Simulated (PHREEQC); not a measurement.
1.1 g of hydrous ferric oxide (600 m²/g; 0.2 weak and 0.005 strong sites per Fe, Dzombak-Morel constants, diffuse double layer) in 1 kg of water with 0.01 mol/kgw of an inert sodium salt and 0.0005 mol SrCl2 and 0.00019 mol ZnSO4, at 25 °C; the pH is set by adding NaOH or the inert anion's acid. O2 is buffered at 0.21 atm. No CO2 enters from the air. Nothing may precipitate in this run.

Base run: PHREEQC, ion-association model, wateq4f.dat. Each further column changes one thing. The table gives Zn sorbed (%).

```tsv
pH	base	no electrostatic term (-no_edl)	background salt from 0.01 to 0.001 mol/kgw	oxide from 1.1 to 5.5 g/kgw
4	0.1	(withheld)	0.1	0.7
5	6.9	10.9	6.7	(withheld)
6	42.1	59.9	(withheld)	(withheld)
7	94.2	98.6	94.9	99.8
8	99.9	99.9	99.9	100.0
9	100.0	99.9	100.0	100.0
10	99.9	95.3	99.9	100.0
11	99.7	34.7	99.8	100.0
12	92.4	0.7	95.3	99.9
```

Task: Some entries are withheld; supply them.

Result: 
- 4, no electrostatic term (-no_edl): 0.2
- 5, oxide from 1.1 to 5.5 g/kgw: 25.0
- 6, background salt from 0.01 to 0.001 mol/kgw: 42.4
- 6, oxide from 1.1 to 5.5 g/kgw: 91.8

 In at least one series the solution becomes supersaturated in solids that the run did not let form, among them Zn(OH)2-e.
